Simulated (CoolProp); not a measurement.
Vapour-liquid equilibrium of propane (1) + neopentane (2) at 0.639 MPa; x and y are mole fractions of (1).

Computed with CoolProp (multi-fluid Helmholtz-energy mixture model, Lemmon 2009 and Lemmon 2006; pair parameters Bell 2016).

```tsv
x	bubble temperature (°C)	y at the bubble point	dew temperature at overall composition x (°C)	liquid density (mol/L)
0.05	70.3	0.108	72.1	7.450
0.2	?	0.381	67.3	8.008
0.35	?	0.601	?	8.618
0.5	41.0	0.775	56.0	9.289
0.65	30.3	0.896	48.7	10.01
0.8	20.3	0.964	?	10.76
0.95	12.2	0.995	?	11.46
```

Task: What belongs in the gaps?

Result: 
- 0.2, bubble temperature (°C): 60.9
- 0.35, bubble temperature (°C): 51.3
- 0.35, dew temperature at overall composition x (°C): 62.0
- 0.8, dew temperature at overall composition x (°C): 39.1
- 0.95, dew temperature at overall composition x (°C): 22.9

No azeotrope shows between x = 0.05 and 0.95.

Pair parameters are fitted to limited data, so mixtures are less certain than the pure fluids.
